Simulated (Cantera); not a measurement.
Input: 1 mol CS₂, 4.8 mol H₂O, 5.3 mol H₂, at 2598.15 K and 64.0 bar.

Method: chemical equilibrium by Gibbs-energy minimisation in Cantera with the NASA 1993 tables (ideal gas, pure condensed phases). The ideal-gas law is rough above about 30 bar. Equilibrium is a limit: real reactors are often held back by kinetics, nucleation or transport.

```
species    before     after
-------  --------  --------
H₂          0.453     0.515
H₂O         0.310     0.249
CO         0.0773    0.0744
H₂S        0.0949    0.0162
S         0.00126    0.0122
H         0.00320    0.0273
SO        0.00350    0.0238
SO₂       0.00234    0.0112
S₂         0.0241    0.0348
SH         0.0207    0.0265
O         2.32e-6  0.000105
CS₂       1.20e-5   3.68e-7
O₂        6.47e-7   2.06e-5
COS      0.000649   9.39e-5
OH       0.000507   0.00305
CO₂       0.00819   0.00557
```
Gas species are given as mole fractions.

Q: Name the change that produced these shifts.
(A) pressure from 64.0 bar to 1.00 bar
(B) temperature from 2598.15 K to 3048.15 K
(C) temperature from 2598.15 K to 748 K
(D) temperature from 2598.15 K to 3025 K

A: A, pressure from 64.0 bar to 1.00 bar
